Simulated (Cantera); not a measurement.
A freely propagating, adiabatic, planar premixed flame of 4.46 % C2H6, 17.3 % O2, 65.1 % N2, 11.6 % CO2, 1.56 % H2O, unburnt at 498 K and 1500 Torr; mixture-averaged transport, grid criteria slope 0.08 and curve 0.16, no radiation.

Detailed kinetics in Cantera: GRI-Mech 3.0 (53 species, 325 reactions). Burning velocities carry a grid error of a few per cent, more on coarse grids.

Question: Predict: laminar burning velocity; thermal thickness; peak x(C2H4); peak x(H2O2); peak x(CH4).

Answer: laminar burning velocity: 37.6 cm/s
thermal thickness: 0.311 mm
peak x(C2H4): 0.00478
peak x(H2O2): 0.000211
peak x(CH4): 0.00145
